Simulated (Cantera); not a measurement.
A closed system holds: 1 mol SiH4, 0.97 mol HCl, 33 mol H2, equilibrated at 133 Pa.

Method: chemical equilibrium by Gibbs-energy minimisation in Cantera with the NASA 1993 tables (ideal gas, pure condensed phases). Candidate condensed phases: Si; 19 gas species. The tables' values for SiCl are old estimates; treat these amounts as uncertain. Gases not in the tables: Si2H6 and higher silanes. Rates play no part. All values below are at 1627 °C.

Base state: H2 0.944, HCl 0.0227, H 0.0211, Si 0.00946, SiCl2 0.00147, SiCl 0.000398, Cl 0.000383, SiH 0.000291 (mole fractions); condensed: Si(l).

Problem. What changes in the equilibrium state with this change: pressure from 133 Pa to 2600 Pa?

Solution. 
| species | before | after |
|---|---|---|
| H2 | 0.944 | 0.969 |
| HCl | 0.0227 | 0.0236 |
| H | 0.0211 | 0.00485 |
| Si | 0.00946 | 0.000485 |
| SiCl2 | 0.00147 | 0.00155 |
| Si3 | 1.71e-5 | 8.79e-7 |
| Si2 | 7.60e-5 | 3.90e-6 |
| SiH | 0.000291 | 6.68e-5 |
| Cl | 0.000383 | 8.90e-5 |
| Si(l), mol | 0.564 | 0.918 |
